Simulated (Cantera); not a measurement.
Feed: 1 mol CH3SiCl3, 0.93 mol C2H2, 20 mol H2, equilibrated at 998 K and 8.10 mbar.

Method: chemical equilibrium by Gibbs-energy minimisation in Cantera with the NASA 1993 tables (ideal gas, pure condensed phases). The feed counts by its element totals alone. The tables' values for SiCl3 are old estimates; treat these amounts as uncertain. The numbers say what is thermodynamically allowed, not how fast it happens.

```csv
species,before,after
H2,0.883,0.702
HCl,0.112,0.221
SiCl4,0.00318,0.0750
SiCl3,3.47e-5,0.000372
SiHCl3,0.000173,0.00165
SiCl2,9.29e-6,4.51e-5
CH4,0.000617,0.000389
"C(graphite), mol",1.93,2.30
"SiC(s), mol",0.919,0.561
```
Gas species are given as mole fractions.

### Question
What was changed between the two runs?
A. H2 from 20 to 39 mol
B. CH3SiCl3 replaced by SiH2Cl2
C. H2 from 20 to 1700 mol
D. H2 from 20 to 2.2 mol

### Answer
D, H2 from 20 to 2.2 mol
